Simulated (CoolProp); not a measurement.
Dimethyl carbonate at 358.1 K and 0.0639 MPa is throttled through a valve to 0.0183 MPa with no heat exchange. Each further row changes one setting.

The numbers come from the reference Helmholtz-energy equation of state, Zhou 2011 in CoolProp.

| case | temperature change (K) | final density (kg/m³) |
|---|---|---|
| as stated | -1.1 | 0.558 |
| outlet pressure 0.00549 MPa | -1.4 | 0.167 |
| outlet pressure 0.0238 MPa | -1.0 | 0.727 |
